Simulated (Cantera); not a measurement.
## Ignition delay

Mixture: 14.2 % CH4, 0.781 % C2H6, 20.7 % O2, 64.3 % N2, at 760 Torr, adiabatic and at constant pressure. Ignition delay is the time to a rise of 400 K.

Cantera simulation using GRI-Mech 3.0 (53 species, 325 reactions); the numbers are that mechanism's predictions, not measurements.

```
T0 (K)  delay (ms)
------  ----------
1225          8.92
1300          3.67
1375          1.55
1450         0.682
1525         0.320
1600         0.163
1675        0.0912
1750        0.0556
1825        0.0366
1900        0.0257
```

| Property | Value |
|---|---|
| apparent activation energy between 1750 and 1900 K | 140 kJ/mol |
